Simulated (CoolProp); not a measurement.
Vapour-liquid equilibrium of carbon monoxide (1) + methane (2) at 100.9 K; x and y are mole fractions of (1).

The numbers come from the multi-fluid Helmholtz-energy mixture model, Lemmon 2006 and Setzmann 1991; pair parameters Kunz 2012 in CoolProp.

### Question
Give the bubble pressure and the first vapour's composition at x = 0.425, 0.8, 0.95. Is there an azeotrope?

### Answer
x = 0.425: 309.8 kPa, y = 0.918; x = 0.8: 482.6 kPa, y = 0.973; x = 0.95: 553.7 kPa, y = 0.992. No azeotrope shows between x = 0.05 and 0.95.

Pair parameters are fitted to limited data, so mixtures are less certain than the pure fluids.
